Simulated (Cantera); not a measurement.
Input (Python, Cantera) and output of one run.

```python
import numpy as np
import cantera as ct

gas_names = """
    H HCL K
""".split()
cond_names = """
    KCL(s) KCL(L)
""".split()


# ... load() reads the species with a 1 bar reference pressure and builds the phases ...
species = {s.name: s for s in load("nasa_gas.yaml", gas_names) + load("nasa_condensed.yaml", cond_names)}
# Each term lists the table entries of one substance; the one whose range holds T is used.
reactions = {
    'KCl + H(g) = HCl(g) + K(g)':
        [(-1, ['KCL(s)', 'KCL(L)']), (-1, ['H']), (1, ['HCL']), (1, ['K'])],
}


def pick(names, T):
    return next(species[n] for n in names if species[n].thermo.min_temp <= T <= species[n].thermo.max_temp)


results = []
for label, terms in reactions.items():
    print(label)
    print("     T/K   dH/kJ  dS/(J/K)   dG/kJ   log10 K")
    for T in [498, 698, 898, 1098, 1298, 1498, 1698, 1898, 2098]:
        used = [(nu, pick(names, T)) for nu, names in terms]
        dH = sum(nu * s.thermo.h(T) for nu, s in used) / 1e6
        dS = sum(nu * s.thermo.s(T) for nu, s in used) / 1e3
        dG = dH - T * dS / 1e3
        logK = -dG * 1e6 / (ct.gas_constant * T * np.log(10))
        results.append((label, T, dH, dS, dG, logK, [s.name for _, s in used]))
        print(f"{T:8g} {dH:8.1f} {dS:8.1f} {dG:8.1f} {logK:8.2f}")
```

Result:

```
KCl + H(g) = HCl(g) + K(g)
     T/K   dH/kJ  dS/(J/K)   dG/kJ   log10 K
     498    210.6    137.8    142.0   -14.89
     698    205.3    128.8    115.4    -8.63
     898    199.3    121.3     90.4    -5.26
    1098    165.8     88.9     68.2    -3.24
    1298    157.6     82.1     51.1    -2.06
    1498    149.6     76.3     35.3    -1.23
    1698    141.8     71.4     20.5    -0.63
    1898    134.1     67.1      6.7    -0.18
    2098    126.5     63.3     -6.3     0.16
```

Cantera with NASA thermochemical tables; ideal gases at 1 bar, condensed phases pure. Condensed species are held in their standard states even where they would react or evaporate.
